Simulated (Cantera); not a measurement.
A Cantera script and its output.

```python
import numpy as np
import cantera as ct

surf = ct.Interface("diamond.yaml", "diamond_100")
gas, bulk = surf.adjacent["gas"], surf.adjacent["diamond"]
k = surf.kinetics_species_index(bulk.species_names[0])
cover = ["c6HH", "c6H*", "c6*H", "c6**", "c6HM", "c6B"]

rows, drift = [], 0.0
print(f"{'xCH3':>10s}{'um/h':>11s}" + "".join(f"{s:>11s}" for s in cover))
for v in [1e-06, 2.1e-06, 4.4e-06, 9.1e-06, 1.9e-05, 4e-05, 8.4e-05, 0.00018, 0.00037]:
    T, P, xH, xCH3 = 1148, 4900, 0.00092, v
    gas.TPX = T, P, {"H": xH, "CH3": xCH3, "CH4": 0.0065, "H2": 1 - xH - xCH3 - 0.0065}
    surf.TP = bulk.TP = T, P
    surf.coverages = "c6H*:0.1, c6HH:0.9"
    surf.advance_coverages(100.0)
    before = surf.coverages
    surf.advance_coverages(100.0)
    drift = max(drift, np.max(np.abs(surf.coverages - before) / (surf.coverages + 1e-9)))
    rate = surf.net_production_rates[k] * bulk.mean_molecular_weight / bulk.density * 3.6e9
    rows.append([rate, *surf[cover].coverages])
    print(f"{v:10.4g}{rate:11.4e}" + "".join(f"{x:11.3e}" for x in rows[-1][1:]))
```

Output:

```
      xCH3       um/h       c6HH       c6H*       c6*H       c6**       c6HM        c6B
     1e-06 7.9877e-03  4.932e-01  3.203e-02  4.560e-01  1.877e-02  4.700e-05  2.167e-11
   2.1e-06 1.6771e-02  4.931e-01  3.203e-02  4.559e-01  1.877e-02  9.868e-05  4.551e-11
   4.4e-06 3.5123e-02  4.930e-01  3.202e-02  4.558e-01  1.876e-02  2.067e-04  9.531e-11
   9.1e-06 7.2576e-02  4.929e-01  3.201e-02  4.556e-01  1.873e-02  4.272e-04  1.969e-10
   1.9e-05 1.5125e-01  4.925e-01  3.198e-02  4.553e-01  1.867e-02  8.905e-04  4.104e-10
     4e-05 3.1716e-01  4.917e-01  3.193e-02  4.545e-01  1.856e-02  1.869e-03  8.606e-10
   8.4e-05 6.6059e-01  4.902e-01  3.181e-02  4.529e-01  1.832e-02  3.898e-03  1.793e-09
   0.00018 1.3909e+00  4.868e-01  3.157e-02  4.494e-01  1.782e-02  8.235e-03  3.774e-09
   0.00037 2.7650e+00  4.804e-01  3.111e-02  4.428e-01  1.690e-02  1.647e-02  7.503e-09
```

Computed with Cantera and the Harris–Goodwin 1993 mechanism for the reconstructed diamond (100) surface.
